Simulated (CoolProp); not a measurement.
Vapour pressure (kPa) of CF4 (R14): the reference equation beside estimates from Tc = 227.4 K, pc = 3762 kPa, ω = 0.178.

The numbers come from the reference Helmholtz-energy equation of state, Platzer 1990 in CoolProp. This equation is an older, rougher fit; its heat capacities, sound speeds and derivatives of the liquid may be far off and weren't checked against measurements.

```
T (K)  reference  Lee-Kesler  Redlich-Kwong  Soave-Redlich-Kwong
-----  ---------  ----------  -------------  -------------------
178.9      669.5       677.6          820.6                680.6
183        800.4       809.7          965.1                814.7
187.1      949.3       959.8           1126                967.3
191.1       1113        1125           1300                 1135
195.2       1302        1314           1497                 1329
199.3       1514        1526           1712                 1545
203.4       1750        1763           1948                 1785
207.4       2006        2019           2197                 2045
```

Absolute difference from the reference over all 8 rows, mean and median: Lee-Kesler 1.0 and 1.0 %, Redlich-Kwong 15.9 and 15.9 %, Soave-Redlich-Kwong 1.9 and 2.0 %.
